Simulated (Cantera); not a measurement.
A closed system holds: 1 mol HBr, 0.034 mol H2O, 9.1 mol N2, equilibrated at 1073.15 K and 0.133 bar.

Cantera equilibrium calculation (NASA polynomials, part measured and part estimated; ideal gas, pure solids and liquids). Candidate condensed phases: Br2, H2O; 27 gas species. Kinetics and transport are ignored.

Base state: N2 0.898, HBr 0.0983, H2O 0.00335, Br 0.000263, H2 0.000188, Br2 5.62e-5 (mole fractions); condensed: gas only.

Q: What changes in the equilibrium state with this change: temperature from 1073.15 K to 2850 K?

A: 
| species | before | after |
|---|---|---|
| N2 | 0.898 | 0.840 |
| Br | 0.000263 | 0.0851 |
| H | <1e-9 | 0.0409 |
| HBr | 0.0983 | 0.00722 |
| H2 | 0.000188 | 0.0236 |
| O | <1e-9 | 0.000735 |
| OH | <1e-9 | 0.000678 |
